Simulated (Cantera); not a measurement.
A closed system holds: 1 mol SiO₂, 1.2 mol MgO, 0.47 mol O₂, 0.54 mol MgCl₂, at 13300 Pa.

Method: chemical equilibrium by Gibbs-energy minimisation in Cantera with the NASA 1993 tables (ideal gas, pure condensed phases). Candidate condensed phases: Mg, MgCl₂, MgO, MgSiO₃, Mg₂SiO₄, Si, SiO₂; 20 gas species. Mutual solubility and eutectic melting of coexisting phases are not modelled. Condensed phases not in the tables: alloys, solid solutions and most ternary compounds. Rates play no part.

x: gas mole fraction; n: condensed amount in mol.

| T (K) | x Cl₂ | x O₂ | x Cl | x MgCl₂ | x ClO | n MgSiO₃(s) | n Mg₂SiO₄(s) |
|---|---|---|---|---|---|---|---|
| 873 | 0.730 | 0.270 | 0.000104 | 1.33e-7 | [?] | 0.260 | 0.740 |
| 973 | 0.729 | 0.270 | 0.000600 | 3.51e-6 | [?] | 0.260 | 0.740 |
| 1073 | 0.727 | 0.270 | 0.00251 | 4.97e-5 | [?] | 0.260 | 0.740 |
| 1173 | 0.722 | 0.269 | 0.00824 | 0.000439 | [?] | 0.260 | 0.740 |
| 1273 | 0.707 | 0.268 | 0.0223 | 0.00269 | [?] | 0.262 | 0.738 |
| 1373 | 0.669 | 0.268 | 0.0515 | 0.0121 | [?] | 0.269 | 0.731 |
| 1473 | 0.587 | 0.271 | 0.102 | 0.0402 | [?] | 0.292 | 0.708 |
| 1573 | 0.450 | 0.282 | 0.172 | 0.0960 | [?] | 0.342 | 0.658 |
| 1673 | 0.291 | 0.297 | 0.246 | 0.165 | [?] | 0.414 | 0.586 |

What belongs in the gaps?


- 873, x ClO: 1.81e-6
- 973, x ClO: 7.64e-6
- 1073, x ClO: 2.46e-5
- 1173, x ClO: 6.48e-5
- 1273, x ClO: 0.000145
- 1373, x ClO: 0.000285
- 1473, x ClO: 0.000493
- 1573, x ClO: 0.000748
- 1673, x ClO: 0.000985
